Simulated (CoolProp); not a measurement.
Properties of oxygen at several states.

Model: reference Helmholtz-energy equation of state, Schmidt 1985, in CoolProp. Above 300 K oxygen's equation is extrapolated.

| T (K) | p (MPa) | phase | density (kg/m³) | viscosity (µPa s) | Prandtl number |
|---|---|---|---|---|---|
| 670.5 | 0.0113 | gas | 0.06486 | 37.5 | 0.736 |
| 722.2 | 0.794 | gas | 4.222 | 39.6 | 0.741 |
| 335.3 | 1.37 | gas | 15.79 | 22.8 | 0.722 |
| 357.3 | 0.324 | gas | 3.492 | 23.7 | 0.715 |

Viscosity comes from a separate model (Lemmon 2004). Thermal conductivity comes from a separate model (Lemmon 2004).
